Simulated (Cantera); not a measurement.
A perfectly stirred reactor is fed with 1.01 % CH4, 0.0393 % C2H6, 1.41 % C3H8, 20.5 % O2, 77.0 % N2, 0.111 % H2, at 1.48 atm; it is adiabatic with a 450 K inlet, and is followed from long to short residence time, starting on the burning branch (τ in s: 0.3, 0.087, 0.025, 0.0072, 0.0021, 0.0006, 0.00017, 4.9e-05, 1.4e-05, 4.1e-06).

Cantera simulation using GRI-Mech 3.0 (53 species, 325 reactions); the numbers are that mechanism's predictions, not measurements. GRI-Mech 3.0 was tuned for natural gas; its chemistry of propane as a main component is partial and can be far from experiment.

x: mole fraction; the columns are a selection and need not sum to one.

```
τ (s)    T (K)    x CH4    x C2H6   x C3H8      x OH     x C2H
-------  -----  -------  --------  -------  --------  --------
0.30      1529  2.43e-6       [?]  8.73e-7  0.000279  7.03e-11
0.087     1526  5.29e-6       [?]  2.00e-6  0.000405  1.50e-10
0.025     1520  1.18e-5       [?]  4.49e-6  0.000583  2.95e-10
0.0072    1507  2.71e-5       [?]  1.00e-5  0.000808  5.26e-10
0.0021    1476  6.92e-5       [?]  2.39e-5   0.00102  8.21e-10
0.00060    450   0.0101  0.000393   0.0141    <1e-12    <1e-12
0.00017    450   0.0101  0.000393   0.0141    <1e-12    <1e-12
4.9e-5     450   0.0101  0.000393   0.0141    <1e-12    <1e-12
1.4e-5     450   0.0101  0.000393   0.0141    <1e-12    <1e-12
4.1e-6     450   0.0101  0.000393   0.0141    <1e-12    <1e-12
```

**Question.** Complete the blanks.

**Answer.** 
- 0.30, x C2H6: 2.32e-8
- 0.087, x C2H6: 5.28e-8
- 0.025, x C2H6: 1.20e-7
- 0.0072, x C2H6: 2.76e-7
- 0.0021, x C2H6: 7.00e-7
